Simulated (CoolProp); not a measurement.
R245fa at 298.15 K and 0.117 MPa is compressed adiabatically to 0.415 MPa with isentropic efficiency 0.6. Each further row changes one setting.

Model: reference Helmholtz-energy equation of state, Akasaka 2015, in CoolProp.

```json
[
 {"case": "as stated", "work (kJ/kg)": "38.1", "final temperature (K)": "345.2", "final density (kg/m³)": "21.3"},
 {"case": "efficiency 1", "work (kJ/kg)": "22.9", "final temperature (K)": "330.2", "final density (kg/m³)": "22.8"},
 {"case": "efficiency 0.65", "work (kJ/kg)": "35.2", "final temperature (K)": "342.3", "final density (kg/m³)": "21.6"}
]
```
